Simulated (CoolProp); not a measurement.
The fluid at 495 K and 1.38 MPa flows at 2.4 m/s in a round tube of 25 mm bore and 0.25 µm roughness, fully developed (64/Re and Nu = 3.66 if laminar; Colebrook and Gnielinski if turbulent). The same conditions are run with several fluids, on thermodynamics alone (safety and materials aside).

Model: reference Helmholtz-energy equation of state of each fluid (R11: Jacobsen 1992; ethane: Bücker 2006; methane: Setzmann 1991; R123: Younglove 1994; carbon dioxide: Span 1996), in CoolProp.

```
fluid           Reynolds number  Darcy friction factor  pressure drop (Pa/m)  heat-transfer coefficient (W/(m² K))  mass flow (kg/h)
--------------  ---------------  ---------------------  --------------------  ------------------------------------  ----------------
R11                      177000                    [?]                   [?]                                   198               216
ethane                    41300                 0.0218                   [?]                                   196               [?]
methane                   19000                 0.0262                  16.3                                   135               [?]
R123                     196000                    [?]                   104                                   275               243
carbon dioxide            37400                 0.0223                  38.4                                   114              63.2
```

**Question.** Fill in the missing entries.

**Answer.** 
- R11, Darcy friction factor: 0.0161
- R11, pressure drop (Pa/m): 94.4
- ethane, pressure drop (Pa/m): 25.8
- ethane, mass flow (kg/h): 43.5
- methane, mass flow (kg/h): 22.8
- R123, Darcy friction factor: 0.0158

Transport values come from each fluid's own correlations; those of R11 are estimates that may be off by 10 % or more.
